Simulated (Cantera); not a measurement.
What does this Cantera script print?

```python
import numpy as np
import cantera as ct

gas_names = [...]  # 130 gases of nasa_gas.yaml made of C, H, Mg, O, S
cond_names = """
    C(gr) C6H6(L) C7H8(L) C8H18(L),n-octa H2O(s) H2O(L) H2SO4(L) Mg(cr) Mg(L) MgCO3(s) MgO(s) MgO(L)
    MgO2H2(s) MgS(s) MgSO4(s) MgSO4(L) S(cr1) S(cr2) S(L)
""".split()


# ... load() reads the species with a 1 bar reference pressure and builds the phases ...
atoms = {
    'MgCO3': {'Mg': 1, 'C': 1, 'O': 3},
    'SO2': {'S': 1, 'O': 2},
    'H2O': {'H': 2, 'O': 1},
    'SO3': {'S': 1, 'O': 3},
}
top_T = {'C(gr)': 4500, 'MgS(s)': 2250}  # K; cautious upper limits of use, not melting points


# ... equilibrate(T, P, feed) seeds the gas with the atoms and calls Mixture.equilibrate('TP', solver="vcs", rtol=1e-11, max_steps=5000) ...
results = []
feed = {'MgCO3': 1, 'SO2': 0.43, 'H2O': 0.31, 'SO3': 0.18}  # mol
T = 600  # K
for P in [1000, 2300, 5400, 13000, 29000, 68000, 160000, 370000, 860000, 2000000]:
    mix = equilibrate(T, P, feed)
    results.append((T, P, feed, dict(zip(mix.species_names, mix.species_moles))))
    x = sorted(zip(gas.X, gas.species_names), reverse=True)
    print(f"T = {T:g} K  P = {P:g} Pa  gas = {mix.phase_moles(0):.4g} mol")
    print("   x: " + "  ".join(f"{s} {v:.3e}" for v, s in x if v > 0.0001))
    print("   condensed (mol): " + ("  ".join(f"{mix.phase(i).name} {mix.phase_moles(i):.4g}"
          for i in range(1, mix.n_phases) if mix.phase_moles(i) > 1e-12) or "none"))
```

It prints:

```
T = 600 K  P = 1000 Pa  gas = 1.341 mol
   x: CO2 7.452e-01  H2O 1.804e-01  H2S 5.072e-02  S2 1.098e-02  SO2 1.069e-02  S8 1.647e-03  COS 2.870e-04
   condensed (mol): MgO(s) 0.5201  MgSO4(s) 0.4799
T = 600 K  P = 2300 Pa  gas = 1.327 mol
   x: CO2 7.531e-01  H2O 1.752e-01  H2S 5.833e-02  S2 6.147e-03  SO2 4.847e-03  S8 1.970e-03  COS 3.433e-04
   condensed (mol): MgO(s) 0.5117  MgSO4(s) 0.4883
T = 600 K  P = 5400 Pa  gas = 1.319 mol
   x: CO2 7.575e-01  H2O 1.703e-01  H2S 6.464e-02  S2 3.188e-03  SO2 2.134e-03  S8 1.846e-03  COS 3.938e-04
   condensed (mol): MgO(s) 0.5066  MgSO4(s) 0.4934
T = 600 K  P = 13000 Pa  gas = 0.8118 mol
   x: CO2 6.131e-01  H2O 2.645e-01  H2S 1.173e-01  S8 1.994e-03  S2 1.682e-03  SO2 9.293e-04  COS 3.723e-04
   condensed (mol): MgCO3(s) 0.502  MgSO4(s) 0.498
T = 600 K  P = 29000 Pa  gas = 0.8106 mol
   x: CO2 6.124e-01  H2O 2.700e-01  H2S 1.124e-01  S8 3.027e-03  S2 1.023e-03  SO2 7.478e-04  COS 3.490e-04
   condensed (mol): MgCO3(s) 0.5033  MgSO4(s) 0.4967
T = 600 K  P = 68000 Pa  gas = 0.8094 mol
   x: CO2 6.112e-01  H2O 2.770e-01  H2S 1.059e-01  S8 4.255e-03  SO2 5.908e-04  S2 5.876e-04  COS 3.200e-04
   condensed (mol): MgCO3(s) 0.505  MgSO4(s) 0.495
T = 600 K  P = 160000 Pa  gas = 0.8082 mol
   x: CO2 6.098e-01  H2O 2.848e-01  H2S 9.876e-02  S8 5.554e-03  SO2 4.647e-04  S2 3.306e-04  COS 2.896e-04
   condensed (mol): MgCO3(s) 0.5069  MgSO4(s) 0.4931
T = 600 K  P = 370000 Pa  gas = 0.8071 mol
   x: CO2 6.083e-01  H2O 2.926e-01  H2S 9.146e-02  S8 6.848e-03  SO2 3.665e-04  COS 2.604e-04  S2 1.858e-04
   condensed (mol): MgCO3(s) 0.5088  MgSO4(s) 0.4912
T = 600 K  P = 860000 Pa  gas = 0.8043 mol
   x: CO2 6.073e-01  H2O 3.034e-01  H2S 8.208e-02  S8 6.673e-03  SO2 2.859e-04  COS 2.250e-04
   condensed (mol): MgCO3(s) 0.5114  MgSO4(s) 0.4886  S(L) 0.01189
T = 600 K  P = 2e+06 Pa  gas = 0.7966 mol
   x: CO2 6.076e-01  H2O 3.231e-01  H2S 6.599e-02  S8 2.870e-03  SO2 2.159e-04  COS 1.699e-04
   condensed (mol): MgCO3(s) 0.5159  MgSO4(s) 0.4841  S(L) 0.05465
```

Equilibrium computed with Cantera from the NASA thermochemical tables; the gas is ideal and each condensed phase is pure. Gases not in the tables: S3 to S7.
